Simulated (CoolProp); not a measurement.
Vapour-liquid equilibrium of propane (1) + R236EA (2) at 0.851 MPa; x and y are mole fractions of (1).

The numbers come from the multi-fluid Helmholtz-energy mixture model, Lemmon 2009 and Rui 2013; pair parameters Bell 2016 in CoolProp.

Task: Give the bubble temperature and the first vapour's composition at x = 0.5, 0.65, 0.95. Is there an azeotrope?

Result: x = 0.5: 26.5 °C, y = 0.793; x = 0.65: 24.0 °C, y = 0.829; x = 0.95: 20.8 °C, y = 0.955. No azeotrope shows between x = 0.05 and 0.95.

The pair parameters rest on a limited set of measurements; away from them the model extrapolates. With so large a gap from Raoult's law the liquid may split in two, which this calculation doesn't test in full.
